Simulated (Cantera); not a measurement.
An isothermal, constant-pressure homogeneous reactor starts with C₂H₆ : N₂ = 1 : 2 (molar parts), at 1400 K and 101000 Pa. Integrator tolerance rtol = 1e-08.

Computed with Cantera and GRI-Mech 3.0 (53 species, 325 reactions). GRI-Mech 3.0 stops at C3 and has no aromatics, soot or wall deposition, so with more carbon than oxygen in the feed, carbon stays in small species such as C2H2 where larger ones or solid carbon would form.

What does this change do: temperature 1400 to 1998 K?


```csv
quantity,before,after
x(C₂H₆) at 2.00 s,0.000154 (gas-phase equilibrium 0.000114),1.11e-7 (gas-phase equilibrium 7.20e-8)
x(H₂) at 2.00 s,0.269 (gas-phase equilibrium 0.260),0.397 (gas-phase equilibrium 0.397)
x(HCN) at 2.00 s,1.38e-9 (gas-phase equilibrium 0.0918),0.000392 (gas-phase equilibrium 0.141)
x(C₂H₂) at 2.00 s,0.144 (gas-phase equilibrium 0.102),0.199 (gas-phase equilibrium 0.129)
x(CH₃) at 2.00 s,2.36e-5 (gas-phase equilibrium 2.20e-5),8.73e-5 (gas-phase equilibrium 7.04e-5)
x(CH₄) at 2.00 s,0.102 (gas-phase equilibrium 0.115),0.00174 (gas-phase equilibrium 0.00140)
```
